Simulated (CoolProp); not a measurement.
Values from CoolProp's reference Helmholtz-energy equation of state, Lemmon 2005. It is a short technical equation, of lower accuracy than the large ones.

Question: For cis-2-butene, give the phase and the density (kg/m³), cv (kJ/(kg K)), isothermal compressibility (1/MPa), fugacity coefficient at 52.25 °C and 11.6 MPa.

Answer: 
- 52.25 °C and 11.6 MPa: liquid; density 602, cv 1.60, isothermal compressibility 0.00261, fugacity coefficient 0.0541
